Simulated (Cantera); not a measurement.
An isothermal, constant-pressure homogeneous reactor starts with CH4 : H2 = 1 : 1.9 (molar parts), at 1750 K and 10.00 Torr.

Detailed kinetics in Cantera: GRI-Mech 3.0 (53 species, 325 reactions). GRI-Mech 3.0 stops at C3 and has no aromatics, soot or wall deposition, so with more carbon than oxygen in the feed, carbon stays in small species such as C2H2 where larger ones or solid carbon would form. Radical loss at walls, strong at low pressure, is not modelled.

x: mole fraction; the columns are a selection and need not sum to one.

| t (s) | x CH4 | x H2 | x C2H2 | x H | x CH2 | x C2H |
|---|---|---|---|---|---|---|
| 5.00e-5 | 0.345 | 0.655 | <1e-12 | 3.04e-6 | 3.26e-11 | <1e-12 |
| 0.000152 | 0.345 | 0.655 | 1.03e-11 | 7.11e-6 | 4.68e-10 | <1e-12 |
| 0.000465 | 0.345 | 0.655 | 1.31e-9 | 1.95e-5 | 5.24e-9 | <1e-12 |
| 0.00142 | 0.344 | 0.655 | 1.51e-7 | 5.74e-5 | 4.97e-8 | <1e-12 |
| 0.00432 | 0.342 | 0.656 | 1.97e-5 | 0.000175 | 4.14e-7 | 3.71e-11 |
| 0.0132 | 0.322 | 0.666 | 0.00255 | 0.000538 | 2.57e-6 | 1.45e-8 |
| 0.0402 | … | … | … | … | … | … |
| 0.122 | 0.0990 | 0.807 | 0.0892 | 0.00104 | 2.26e-6 | 8.11e-7 |
| 0.373 | 0.0326 | 0.849 | 0.115 | 0.00133 | 1.34e-6 | 1.27e-6 |
| 1.14 | 0.00805 | 0.865 | 0.125 | 0.00168 | 6.07e-7 | 1.71e-6 |
| 3.47 | 0.00199 | 0.869 | 0.127 | 0.00186 | 1.95e-7 | 1.92e-6 |
| 10.6 | 0.000630 | 0.870 | 0.128 | 0.00189 | 6.45e-8 | 1.95e-6 |
| 32.3 | 0.000344 | 0.870 | 0.128 | 0.00189 | 3.55e-8 | 1.96e-6 |
| 98.4 | 0.000327 | 0.870 | 0.128 | 0.00189 | 3.38e-8 | 1.96e-6 |
| 300 | 0.000327 | 0.870 | 0.128 | 0.00189 | 3.38e-8 | 1.96e-6 |

### Question
Complete the blanks.

### Answer

- 0.0402, x CH4: 0.214
- 0.0402, x H2: 0.733
- 0.0402, x C2H2: 0.0418
- 0.0402, x H: 0.000860
- 0.0402, x CH2: 3.38e-6
- 0.0402, x C2H: 3.45e-7
